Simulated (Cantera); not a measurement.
Premixed flame

A freely propagating, adiabatic, planar premixed flame of H2 : O2 : N2 = 1 : 0.208 : 0.783 (molar parts), unburnt at 450 K and 2.00 bar; unity-Lewis-number transport, grid criteria slope 0.08 and curve 0.16, no radiation.

Cantera simulation using the H2/O2 subset of GRI-Mech 3.0, which has no nitrogen chemistry; the numbers are that mechanism's predictions, not measurements. Unity Lewis numbers drop preferential diffusion, which matters most where H2 and H carry the flame. Burning velocities carry a grid error of a few per cent, more on coarse grids.

```
z (mm)   T (K)  u (m/s)   x H2      x O2   x H2O2     x HO2       x O      x H
-------  -----  -------  -----  --------  -------  --------  --------  -------
-0.499     450     3.19  0.502     0.104    <1e-8   1.36e-8     <1e-8    <1e-8
-0.332     450     3.19  0.502     0.104  3.67e-8   3.41e-7     <1e-8    <1e-8
-0.249     451     3.20  0.502     0.104  1.72e-7   1.60e-6     <1e-8    <1e-8
-0.166     456     3.23  0.502     0.104  1.56e-6   1.52e-5   1.43e-7    <1e-8
-0.0831    567     3.99  0.491    0.0977  1.83e-5  0.000299   1.28e-5  4.54e-5
-0.0415    874     6.04  0.456    0.0782  1.56e-5  0.000258  0.000182  0.00388
0         1250     8.44  0.383    0.0433  2.73e-6   9.11e-5  0.000999   0.0278
0.0415    1491     9.91  0.317    0.0146  7.40e-7   2.66e-5   0.00112   0.0548
0.0831    1613     10.6  0.295   0.00383  4.50e-7   6.45e-6  0.000632   0.0606
0.166     1728     11.3  0.295  0.000381  2.59e-7   6.15e-7  0.000312   0.0509
0.332     1828     11.8  0.305   6.14e-5  1.34e-7   1.24e-7  0.000170   0.0359
0.665     1910     12.3  0.313   2.62e-5  6.20e-8   6.00e-8   7.95e-5   0.0233
1.33      1968     12.6  0.319   1.02e-5  2.60e-8   2.61e-8   3.14e-5   0.0141
```
x: mole fraction of selected species; z is measured from the peak of heat release.

| Item | Result |
|---|---|
| laminar burning velocity | 319 cm/s |
| thermal thickness | 0.166 mm |
| peak x(H2O2) | 2.10e-5 |
| peak x(HO2) | 0.000380 |
| peak x(O) | 0.00125 |
| peak x(H) | 0.0608 |
